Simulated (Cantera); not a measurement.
## Equilibrium for silicon oxide and oxynitride deposition: Si₂H₆ + N₂O

A closed system holds: 1 mol Si₂H₆, 0.7 mol N₂O, held at 7.10 Pa.

Cantera equilibrium calculation (NASA polynomials, part measured and part estimated; ideal gas, pure solids and liquids). Candidate condensed phases: H₂O, Si, SiO₂, Si₂N₂O, Si₃N₄; 35 gas species. The feed counts by its element totals alone. Mutual solubility and eutectic melting of coexisting phases are not modelled. Rates play no part.

| T (K) | x H₂ | x SiO | x N₂ | x H | n Si(s) | n Si₂N₂O(s) |
|---|---|---|---|---|---|---|
| 748 | 1.00 | <1e-12 | <1e-12 | 3.42e-11 | 0.600 | 0.700 |
| 798 | 1.00 | <1e-12 | <1e-12 | 3.16e-10 | 0.600 | 0.700 |
| 848 | 1.00 | <1e-12 | <1e-12 | 2.26e-9 | 0.600 | 0.700 |
| 898 | 1.00 | 1.76e-11 | 1.76e-11 | 1.30e-8 | 0.600 | 0.700 |
| 948 | 1.00 | 3.38e-10 | 3.38e-10 | 6.22e-8 | 0.600 | 0.700 |
| 998 | 1.00 | 4.83e-9 | 4.83e-9 | 2.55e-7 | 0.600 | 0.700 |
| 1048 | 1.000 | 5.32e-8 | 5.32e-8 | 9.17e-7 | 0.600 | 0.700 |
| 1098 | 1.000 | 4.71e-7 | 4.71e-7 | 2.94e-6 | 0.600 | 0.700 |
| 1148 | 1.000 | 3.43e-6 | 3.43e-6 | 8.50e-6 | 0.600 | 0.700 |
| 1198 | 1.000 | 2.11e-5 | 2.11e-5 | 2.26e-5 | 0.600 | 0.700 |
| 1248 | 1.000 | 0.000112 | 0.000112 | 5.54e-5 | 0.600 | 0.700 |
| 1298 | 0.999 | 0.000522 | 0.000522 | 0.000127 | 0.602 | 0.698 |
| 1348 | 0.995 | 0.00217 | 0.00217 | 0.000274 | 0.607 | 0.693 |
| 1398 | 0.983 | 0.00809 | 0.00809 | 0.000557 | 0.625 | 0.675 |
x: gas mole fraction; n: condensed amount in mol.

From 748 K to 1398 K the condensed part is Si(s) + Si₂N₂O(s).
